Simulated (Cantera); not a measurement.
**Thermodynamics of nitride etching, feed BN + H₂O + N₂**

Input: 1 mol BN, 0.51 mol H₂O, 73 mol N₂, at 5.60 Pa.

These are equilibrium values from Cantera (NASA tables, ideal gas, pure condensed phases), not measurements of a reactor. Candidate condensed phases: B, BN, B₂O₃, B₃O₃H₃, H₂O; 39 gas species. Mutual solubility and eutectic melting of coexisting phases are not modelled. Kinetics and transport are ignored.

From 527 °C to 927 °C the condensed part is BN(s) + B₂O₃(l). From 1027 °C to 1627 °C the condensed part is BN(s). The main B-bearing gas is HBO₂ at 527 °C and BO at 1627 °C.

```tsv
T (°C)	x N₂	x H₂	x BO	x H	x B₂O₃	x B₂O₂	x HBO	x HBO₂	n BN(s)	n B₂O₃(l)
527	0.993	0.00692	<1e-12	3.22e-11	<1e-12	<1e-12	1.07e-11	2.86e-8	0.660	0.170
627	0.993	0.00692	<1e-12	1.30e-9	2.86e-10	<1e-12	1.50e-9	5.48e-7	0.660	0.170
727	0.993	0.00692	1.96e-11	2.52e-8	5.98e-8	4.97e-11	7.65e-8	5.60e-6	0.660	0.170
827	0.993	0.00690	4.24e-9	2.87e-7	4.57e-6	1.68e-8	1.87e-6	3.65e-5	0.661	0.168
927	0.993	0.00682	3.68e-7	2.18e-6	0.000164	2.11e-6	2.63e-5	0.000169	0.664	0.149
1027	0.991	0.00659	1.31e-5	1.20e-5	0.00190	8.46e-5	0.000200	0.000414	0.661	0
1127	0.990	0.00650	0.000132	5.24e-5	0.00164	0.000448	0.000541	0.000202	0.626	0
1227	0.990	0.00625	0.000800	0.000186	0.000794	0.00127	0.00103	7.12e-5	0.554	0
1327	0.988	0.00600	0.00254	0.000563	0.000122	0.00138	0.00119	1.25e-5	0.500	0
1427	0.987	0.00568	0.00466	0.00148	6.78e-6	0.000647	0.000891	1.17e-6	0.490	0
1527	0.985	0.00493	0.00598	0.00336	2.21e-7	0.000187	0.000492	7.72e-8	0.488	0
1627	0.983	0.00356	0.00647	0.00633	6.78e-9	4.63e-5	0.000228	4.63e-9	0.466	0
```
x: gas mole fraction; n: condensed amount in mol.
